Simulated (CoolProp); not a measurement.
Vapour-liquid equilibrium of isobutane (1) + n-butane (2) at 82.65 °C; x and y are mole fractions of (1).

The numbers come from the multi-fluid Helmholtz-energy mixture model, Bücker 2006 and Bücker 2006; pair parameters Kunz 2012 in CoolProp.

```csv
x,"bubble pressure, mixture model (bar)","bubble pressure, Raoult's law (bar)","y, mixture model","y, Raoult's law"
0.05,10.87,10.88,0.061,0.065
0.2,11.37,11.41,0.234,0.249
0.35,11.87,11.93,0.397,0.416
0.5,12.38,12.45,0.550,0.570
0.65,12.91,12.97,0.694,0.711
0.8,13.44,13.49,0.830,0.841
0.95,14.00,14.01,0.959,0.962
```

The largest gap from Raoult's law is -0.6 % in bubble pressure, at x = 0.5. No azeotrope shows between x = 0.05 and 0.95.

Pair parameters are fitted to limited data, so mixtures are less certain than the pure fluids.
